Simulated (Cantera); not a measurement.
A closed system holds: 1 mol Ca(OH)2, 0.015 mol CO2, 2.4 mol H2O, equilibrated at 675 K and 140000 Pa.

Equilibrium computed with Cantera from the NASA thermochemical tables; the gas is ideal and each condensed phase is pure. Candidate condensed phases: C, C6H6, C7H8, C8H18, Ca, CaCO3, CaO, Ca(OH)2, H2O; 115 gas species. Rates play no part.

Base state: H2O 1.000, CO2 3.66e-5 (mole fractions); condensed: CaCO3(calcite) + Ca(OH)2(s).

What changes in the equilibrium state with this change: temperature from 675 K to 1725 K?


```json
[
 {"species": "H2O", "before": "1.000", "after": "0.994"},
 {"species": "CO2", "before": "3.66e-5", "after": "0.00437"},
 {"species": "H2", "before": "<1e-9", "after": "0.00102"},
 {"species": "O2", "before": "<1e-9", "after": "0.000454"},
 {"species": "OH", "before": "<1e-9", "after": "0.000269"},
 {"species": "CO", "before": "<1e-9", "after": "1.59e-5"},
 {"species": "CaCO3(calcite), mol", "before": "0.0149", "after": "0"},
 {"species": "Ca(OH)2(s), mol", "before": "0.985", "after": "0"},
 {"species": "CaO(s), mol", "before": "0", "after": "1.000"}
]
```

What changes in the equilibrium state with this change: temperature from 675 K to 1898.15 K?


```tsv
species	before	after
H2O	1.000	0.990
CO2	3.66e-5	0.00433
H2	<1e-9	0.00299
Ca(OH)2	<1e-9	4.38e-5
O2	<1e-9	0.00128
OH	<1e-9	0.000979
CaCO3(calcite), mol	0.0149	0
Ca(OH)2(s), mol	0.985	0
CaO(s), mol	0	1.000
```
